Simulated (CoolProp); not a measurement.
Saturation properties of octamethylcyclotetrasiloxane (D4).

The numbers come from the reference Helmholtz-energy equation of state, Thol 2015 in CoolProp.

```
T (K)  p (MPa)  liquid density (kg/m³)  vapour Z  surface tension (mN/m)
-----  -------  ----------------------  --------  ----------------------
393    0.01875                   838.8    0.9780                    11.1
410.9  0.03437                   816.2    0.9653                    9.90
428.8  0.05899                   792.8    0.9483                    8.70
446.7  0.09581                   768.4    0.9261                    7.52
464.6   0.1485                   742.8    0.8983                    6.38
482.5   0.2211                   715.4    0.8639                    5.26
500.4   0.3183                   685.7    0.8220                    4.19
518.3   0.4454                   652.8    0.7710                    3.16
536.2   0.6087                   614.9    0.7082                    2.19
554.1   0.8159                   568.5    0.6283                    1.29
```

It boils at 448.9 K under 1 atm.

Surface tension comes from a separate correlation (Mulero 2014), older than this fluid's equation and unchecked against measurements.
